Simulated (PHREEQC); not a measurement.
K2CO3 is added in steps, without added water, to 1 kg of water holding 1.3 mmol/kgw MnSO4, at 20 °C. No oxygen is let in. No CO2 enters from the air. The run lets Rhodochrosite, Pyrochroite precipitate or redissolve, and no other solid.

Base run: PHREEQC, ion-association model, phreeqc.dat. Each further column changes one thing. The table gives C in solution (mol/kgw).

| K2CO3 added (mol) | base | Debye-Hückel limiting law | Davies equation for every ion | metal-ligand complexes left out |
|---|---|---|---|---|
| 0 | 0 | 0 | 0 | 0 |
| 6.5e-05 | 3.01e-6 | 3.04e-6 | 3.02e-6 | 2.29e-6 |
| 0.00013 | 3.03e-6 | 3.06e-6 | 3.03e-6 | 2.30e-6 |
| 0.0002275 | 3.06e-6 | 3.09e-6 | 3.06e-6 | 2.34e-6 |
| 0.0002925 | 3.08e-6 | 3.11e-6 | 3.09e-6 | ___ |
| 0.0003575 | 3.11e-6 | 3.14e-6 | 3.11e-6 | ___ |
| 0.0004225 | 3.14e-6 | 3.17e-6 | 3.14e-6 | 2.42e-6 |
| 0.00052 | 3.19e-6 | 3.23e-6 | 3.20e-6 | ___ |
| 0.000585 | 3.24e-6 | 3.28e-6 | 3.25e-6 | ___ |
| 0.00065 | 3.29e-6 | 3.33e-6 | 3.30e-6 | ___ |

Task: Complete the blanks.

Result: 
- 0.0002925, metal-ligand complexes left out: 2.36e-6
- 0.0003575, metal-ligand complexes left out: 2.39e-6
- 0.00052, metal-ligand complexes left out: 2.47e-6
- 0.000585, metal-ligand complexes left out: 2.52e-6
- 0.00065, metal-ligand complexes left out: 2.57e-6
